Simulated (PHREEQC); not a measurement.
PHREEQC input (Pitzer model, pitzer.dat):

```
SOLUTION 1
  temp 25
  units mol/kgw
  pH 7 charge
  Cl 0.026
  Na 0.0416
  S(6) 0.012
  Mg 0.0042
END
USE solution 1
INCREMENTAL_REACTIONS false
REACTION 1
  H2O -1
  0 9.886 18.011 24.689 30.178 34.689 38.397 41.444
  43.949 46.007 47.699 49.089 50.232 51.172 51.944 52.578
  53.1 53.528 53.88 54.17 54.408 54.603 54.764 54.896
  55.005 55.094 55.168 55.228 moles
EQUILIBRIUM_PHASES 1
  Bischofite 0 0
  Bloedite 0 0
  Brucite 0 0
  Epsomite 0 0
  Halite 0 0
  Hexahydrite 0 0
  Kieserite 0 0
  Mirabilite 0 0
  Thenardite 0 0
  MgCl2_4H2O 0 0
SELECTED_OUTPUT 1
  -reset false
  -pH true
  -pe true
  -ionic_strength true
  -water true
  -activities H2O
  -totals Cl Mg Na S
  -molalities H+ Na+ Mg+2 Cl- SO4-2 OH- HSO4- MgOH+
  -equilibrium_phases Bischofite Bloedite Brucite Epsomite Halite Hexahydrite Kieserite Mirabilite Thenardite MgCl2_4H2O
PRINT
  -reset false
END
```

Selected output (columns that matter, 12 of 28 rows; water left (kg) added in front):

```
water left (kg)	pH	mu	Cl	Mg	Na	S	m_H+	m_Na+	m_Mg+2	m_Cl-	m_SO4-2	m_OH-	la_H2O	Thenardite
1	7.0269	0.0662	0.026	0.0042	0.0416	0.012	1.1798e-07	0.0416	0.0042	0.026	0.012	1.3729e-07	-0.00058598	0
0.675514	7.0309	0.097999	0.038489	0.0062175	0.061583	0.017764	1.2083e-07	0.061583	0.0062174	0.038489	0.017764	1.4443e-07	-0.00085571	0
0.375043	7.0342	0.17651	0.069325	0.011199	0.11092	0.031996	1.2645e-07	0.11092	0.011199	0.069325	0.031996	1.5637e-07	-0.0015103	0
0.253345	7.0328	0.2613	0.10263	0.016578	0.1642	0.047366	1.314e-07	0.1642	0.016578	0.10263	0.047366	1.6466e-07	-0.0022072	0
0.140655	7.0209	0.47065	0.18485	0.02986	0.29576	0.085315	1.4134e-07	0.29576	0.02986	0.18485	0.085315	1.7585e-07	-0.0039091	0
0.0950203	7.0025	0.69669	0.27363	0.044201	0.4378	0.12629	1.502e-07	0.4378	0.044201	0.27363	0.12629	1.8065e-07	-0.0057376	0
0.0527548	6.9477	1.2549	0.49285	0.079614	0.78855	0.22747	1.6818e-07	0.78855	0.079613	0.49285	0.22747	1.7843e-07	-0.010287	0
0.0356396	6.8814	1.8575	0.72953	0.11785	1.1672	0.3367	1.8446e-07	1.1672	0.11785	0.72953	0.3367	1.661e-07	-0.015346	0
0.0197855	6.7019	3.3459	1.3141	0.21228	2.1026	0.60651	2.1771e-07	2.1026	0.21228	1.3141	0.6065	1.2442e-07	-0.028963	0
0.0133718	6.4968	4.9507	1.9444	0.31409	3.111	0.89741	2.4417e-07	3.111	0.31409	1.9444	0.89741	8.4042e-08	-0.046063	0
0.0074265	5.9933	8.914	3.501	0.56554	5.6016	1.6158	2.5244e-07	5.6016	0.56554	3.501	1.6158	2.9352e-08	-0.10178	0
0.00501235	5.5249	9.0542	5.1872	0.83793	5.5307	1.0097	3.6909e-07	5.5307	0.83793	5.1872	1.0097	1.3291e-08	-0.13398	0.006939
```
